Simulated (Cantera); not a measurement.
Equilibrium for sublimation and decomposition of ceramics: Si₃N₄ + Si + N₂

Input: 1 mol Si₃N₄, 0.18 mol Si, 7.9 mol N₂, held at 0.370 bar.

Method: chemical equilibrium by Gibbs-energy minimisation in Cantera with the NASA 1993 tables (ideal gas, pure condensed phases). Candidate condensed phases: Si, Si₃N₄; 7 gas species. The tables' values for SiN are old estimates; treat these amounts as uncertain. Kinetics and transport are ignored.

From 1225 °C to 1725 °C the condensed part is Si₃N₄(s). From 1825 °C to 2525 °C the condensed part is Si(l).

| T (°C) | log p N₂ | log p Si | log p Si₂ | log p SiN | log p Si₂N | n Si₃N₄(s) | n Si(l) |
|---|---|---|---|---|---|---|---|
| 1225 | -0.43 | -10.60 | <-12 | -10.71 | <-12 | 1.06 | 0 |
| 1325 | -0.43 | -9.10 | <-12 | -9.38 | -11.23 | 1.06 | 0 |
| 1425 | -0.43 | -7.78 | -11.73 | -8.21 | -9.54 | 1.06 | 0 |
| 1525 | -0.43 | -6.60 | -9.92 | -7.17 | -8.05 | 1.06 | 0 |
| 1625 | -0.43 | -5.55 | -8.30 | -6.24 | -6.73 | 1.06 | 0 |
| 1725 | -0.43 | -4.61 | -6.84 | -5.41 | -5.54 | 1.06 | 0 |
| 1825 | -0.43 | -3.88 | -5.77 | -4.78 | -4.70 | 0 | 3.17 |
| 1925 | -0.43 | -3.44 | -5.24 | -4.43 | -4.38 | 0 | 3.17 |
| 2025 | -0.43 | -3.04 | -4.75 | -4.11 | -4.10 | 0 | 3.15 |
| 2125 | -0.43 | -2.67 | -4.31 | -3.81 | -3.84 | 0 | 3.11 |
| 2225 | -0.44 | -2.33 | -3.90 | -3.54 | -3.60 | 0 | 3.02 |
| 2325 | -0.44 | -2.02 | -3.53 | -3.30 | -3.38 | 0 | 2.86 |
| 2425 | -0.46 | -1.73 | -3.19 | -3.07 | -3.18 | 0 | 2.54 |
| 2525 | -0.48 | -1.46 | -2.86 | -2.87 | -3.00 | 0 | 1.95 |
log p: log10 of the partial pressure in bar; n: condensed amount in mol.
